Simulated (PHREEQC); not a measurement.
Dissolve 0.25 mol NiSO4 and 0.12 mol H2SO4 per kg of water at 20 °C. Closed to the air; pH follows from the charge balance.

Equilibrium calculation in PHREEQC: ion-association model, wateq4f.dat.

```tsv
quantity	before	after
pH	1.20	1.10
HSO4- (mol/kgw)	0.156	0.137
Ni+2 (mol/kgw)	0.131	0.0753
NiSO4 (mol/kgw)	0.119	0.0496
SO4-2 (mol/kgw)	0.0941	0.0584
SI of Morenosite (NiSO4:7H2O)	-0.77	-1.16
SI of Ni(OH)2 (Ni(OH)2)	-9.44	-9.90
```

Q: What was changed between the two runs?
A) H2SO4 from 0.12 to 0.06 mol/kgw
B) NiSO4 from 0.25 to 0.125 mol/kgw
C) NiSO4 from 0.25 to 0.275 mol/kgw
D) H2SO4 from 0.12 to 0.108 mol/kgw
E) 0.0029 mol/kgw CO2 added

A: B, NiSO4 from 0.25 to 0.125 mol/kgw

This is a speciation only: nothing precipitates in the calculation.
